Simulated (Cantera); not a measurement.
Input (Python, Cantera):

```python
import numpy as np
import cantera as ct

gas = ct.Solution("gri30.yaml")
gas.TPX = 1300, 96000, {'CH4': 1, 'O2': 1.25, 'N2': 4.7, 'H2O': 0.17}
reactor = ct.IdealGasReactor(gas, energy="on", clone=False)
net = ct.ReactorNet([reactor])
net.rtol, net.atol = 1e-08, 1e-16
show = ['CH4', 'O2', 'H2O', 'NO', 'CO2', 'NO2', 'HCN']
times = np.geomspace(6e-06, 5, 14)

steps = ct.SolutionArray(gas, extra=["t"])
rows = []
print(f"{'t/s':>10s}{'T/K':>9s}{'P/Pa':>11s}" + "".join(f"{s:>11s}" for s in show))
for t in times:
    while net.time < t:
        t_next = net.step()
        steps.append(gas.state, t=t_next)
    rows.append([np.interp(t, steps.t, y) for y in (steps.T, steps.P, *steps(*show).X.T)])
    print(f"{t:10.3e}{rows[-1][0]:9.1f}{rows[-1][1]:11.4g}" + "".join(f"{x:11.3e}" for x in rows[-1][2:]))
rate = np.gradient(steps.T, steps.t)
print("integrator steps:", len(steps.t))
if steps.T.max() > steps.T[0] + 200:
    print(f"time of steepest temperature rise: {steps.t[rate.argmax()]:.4e} s")
gas.TPX = 1300, 96000, {'CH4': 1, 'O2': 1.25, 'N2': 4.7, 'H2O': 0.17}
gas.equilibrate("UV")
print(f"equilibrium (UV): T = {gas.T:.1f} K  " + "  ".join(f"{s} {gas[s].X[0]:.3e}" for s in show))
```

It prints:

```
       t/s      T/K       P/Pa        CH4         O2        H2O         NO        CO2        NO2        HCN
 6.000e-06   1300.0    9.6e+04  1.404e-01  1.756e-01  2.388e-02  5.998e-20  5.479e-16  9.000e-26  6.062e-23
 1.712e-05   1300.0    9.6e+04  1.404e-01  1.756e-01  2.388e-02  2.463e-19  8.956e-15  3.045e-24  5.088e-22
 4.887e-05   1300.0    9.6e+04  1.404e-01  1.756e-01  2.388e-02  1.143e-18  2.013e-13  1.046e-22  4.365e-21
 1.395e-04   1300.0    9.6e+04  1.404e-01  1.756e-01  2.388e-02  7.406e-18  6.544e-12  4.553e-21  4.178e-20
 3.981e-04   1300.0    9.6e+04  1.404e-01  1.756e-01  2.388e-02  7.479e-17  3.131e-10  2.490e-19  5.319e-19
 1.136e-03   1300.1  9.601e+04  1.404e-01  1.755e-01  2.391e-02  8.730e-16  1.290e-08  9.793e-18  8.922e-18
 3.242e-03   1301.4  9.611e+04  1.401e-01  1.754e-01  2.410e-02  6.014e-15  1.450e-07  3.220e-16  8.263e-17
 9.253e-03   1312.2  9.692e+04  1.381e-01  1.740e-01  2.562e-02  7.445e-14  2.684e-06  2.273e-14  1.487e-15
 2.641e-02   2774.4  2.296e+05  2.515e-12  6.190e-04  1.708e-01  1.671e-03  2.706e-02  9.434e-08  5.639e-08
 7.537e-02   2774.4  2.296e+05  2.515e-12  6.190e-04  1.708e-01  1.671e-03  2.706e-02  9.434e-08  5.639e-08
 2.151e-01   2774.4  2.296e+05  2.515e-12  6.190e-04  1.708e-01  1.671e-03  2.706e-02  9.434e-08  5.639e-08
 6.139e-01   2774.4  2.296e+05  2.515e-12  6.190e-04  1.708e-01  1.671e-03  2.706e-02  9.434e-08  5.639e-08
 1.752e+00   2774.4  2.296e+05  2.515e-12  6.190e-04  1.708e-01  1.671e-03  2.706e-02  9.434e-08  5.639e-08
 5.000e+00   2774.4  2.296e+05  2.515e-12  6.190e-04  1.708e-01  1.671e-03  2.706e-02  9.434e-08  5.639e-08
integrator steps: 2257
time of steepest temperature rise: 1.5780e-02 s
equilibrium (UV): T = 2774.4 K  CH4 2.907e-12  O2 6.190e-04  H2O 1.708e-01  NO 1.671e-03  CO2 2.706e-02  NO2 9.434e-08  HCN 5.639e-08
```

Model: GRI-Mech 3.0 (53 species, 325 reactions), integrated in Cantera.
